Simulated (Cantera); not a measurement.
A freely propagating, adiabatic, planar premixed flame of H2 : O2 : N2 = 1 : 0.333 : 1.2 (molar parts), unburnt at 648 K and 285 Torr; mixture-averaged transport, grid criteria slope 0.08 and curve 0.16, no radiation.

Model: the H2/O2 subset of GRI-Mech 3.0, which has no nitrogen chemistry, integrated in Cantera. Burning velocities carry a grid error of a few per cent, more on coarse grids.

Task: Predict: laminar burning velocity; thermal thickness; peak x(OH); peak x(HO2); peak x(O).

Result: 
- laminar burning velocity: 939 cm/s
- thermal thickness: 1.63 mm
- peak x(OH): 0.0133
- peak x(HO2): 0.000103
- peak x(O): 0.00934
